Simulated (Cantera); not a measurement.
## Ammonia decomposition in nitride growth gas

An isothermal, constant-pressure homogeneous reactor starts with 90.1 % NH3, 9.91 % H2, at 1798 K and 1.00 bar.

Cantera simulation using the gas-phase N/H chemistry of the illustrative SiF4/NH3 mechanism in the Surface Chemkin manual (1991); the numbers are that mechanism's predictions, not measurements. Walls and surfaces, which speed up NH3 decomposition in real reactors, are not modelled.

```tsv
t (s)	x NH3	x H2	x N2H4	x N2H2	x NH2	x N
1.00e-6	0.901	0.0991	3.31e-12	2.34e-12	1.52e-6	<1e-12
8.75e-6	0.901	0.0991	5.00e-10	1.10e-9	1.37e-5	1.37e-12
7.65e-5	0.901	0.0992	4.01e-8	1.72e-7	0.000118	1.98e-9
0.000669	0.899	0.100	4.24e-7	2.45e-6	0.000383	4.87e-8
0.00586	0.883	0.112	4.15e-7	2.38e-6	0.000378	5.20e-8
0.0512	0.760	0.203	3.31e-7	1.80e-6	0.000338	6.64e-8
0.448	0.292	0.548	8.63e-8	4.02e-7	0.000173	7.96e-8
3.92	0.0178	0.750	9.13e-10	4.78e-9	1.78e-5	2.50e-8
34.3	0.00124	0.762	5.17e-12	2.82e-11	1.34e-6	2.23e-9
300	0.000132	0.763	<1e-12	<1e-12	1.43e-7	2.40e-10
```
x: mole fraction; the columns are a selection and need not sum to one.

Equilibrium at this temperature and pressure: NH3 9.43e-6, H2 0.763, N2H4 <1e-12, N2H2 <1e-12, NH2 1.02e-8, N 1.71e-11 (gas phase only).
